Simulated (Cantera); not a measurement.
Cantera run, input and output.

```python
import numpy as np
import cantera as ct

gas = ct.Solution("gri30.yaml")
gas.TPX = 600, 34000, {'CH4': 1, 'C2H6': 0.078, 'C3H8': 0.049, 'O2': 2.29, 'N2': 8.61, 'CO2': 2}
inlet = ct.Reservoir(gas, clone=True)
gas.equilibrate("HP")  # start burning
reactor = ct.IdealGasConstPressureReactor(gas, energy="on", clone=False)
exhaust = ct.Reservoir(gas, clone=True)
tau = [0.47, 0.22, 0.1, 0.046, 0.021, 0.0099, 0.0046, 0.0021, 0.00098, 0.00045, 0.00021, 9.7e-05][0]
for a, b in ((inlet, reactor), (reactor, exhaust)):
    ct.MassFlowController(a, b, mdot=lambda t: reactor.mass / tau)
net = ct.ReactorNet([reactor])
show = ['CH4', 'C2H6', 'C3H8', 'H2O', 'C2H4', 'CO']

rows = []
print(f"{'tau/s':>10s}{'T/K':>9s}" + "".join(f"{s:>11s}" for s in show))
for tau in [0.47, 0.22, 0.1, 0.046, 0.021, 0.0099, 0.0046, 0.0021, 0.00098, 0.00045, 0.00021, 9.7e-05]:
    net.initial_time = 0.0
    net.advance(30 * tau)
    before = gas.X
    net.advance(40 * tau)
    drift = np.max(np.abs(gas.X - before) / (gas.X + 1e-9))
    rows.append([gas.T, *gas[show].X, drift])
    print(f"{tau:10.3e}{gas.T:9.1f}" + "".join(f"{x:11.3e}" for x in gas[show].X))
```

Output:

```
     tau/s      T/K        CH4       C2H6       C3H8        H2O       C2H4         CO
 4.700e-01   2061.6  2.681e-06  2.538e-08  1.484e-08  1.612e-01  1.395e-07  3.349e-02
 2.200e-01   2041.4  4.412e-06  5.132e-08  2.923e-08  1.600e-01  2.503e-07  3.545e-02
 1.000e-01   2013.0  7.445e-06  1.046e-07  5.774e-08  1.585e-01  4.420e-07  3.812e-02
 4.600e-02   1977.8  1.272e-05  2.064e-07  1.105e-07  1.566e-01  7.454e-07  4.126e-02
 2.100e-02   1936.2  2.254e-05  4.036e-07  2.101e-07  1.543e-01  1.229e-06  4.473e-02
 9.900e-03   1892.3  4.043e-05  7.655e-07  3.896e-07  1.518e-01  1.976e-06  4.809e-02
 4.600e-03   1846.1  7.655e-05  1.490e-06  7.441e-07  1.491e-01  3.298e-06  5.131e-02
 2.100e-03   1800.2  1.553e-04  3.048e-06  1.500e-06  1.464e-01  5.971e-06  5.429e-02
 9.800e-04   1758.1  3.326e-04  6.517e-06  3.171e-06  1.438e-01  1.198e-05  5.710e-02
 4.500e-04   1711.2  8.476e-04  1.655e-05  7.949e-06  1.408e-01  3.157e-05  6.077e-02
 2.100e-04    600.0  7.129e-02  5.561e-03  3.493e-03 -3.861e-15 -6.358e-17 -1.870e-15
 9.700e-05    600.0  7.129e-02  5.561e-03  3.493e-03  1.920e-19  2.472e-20  9.300e-20
```

Detailed kinetics in Cantera: GRI-Mech 3.0 (53 species, 325 reactions).
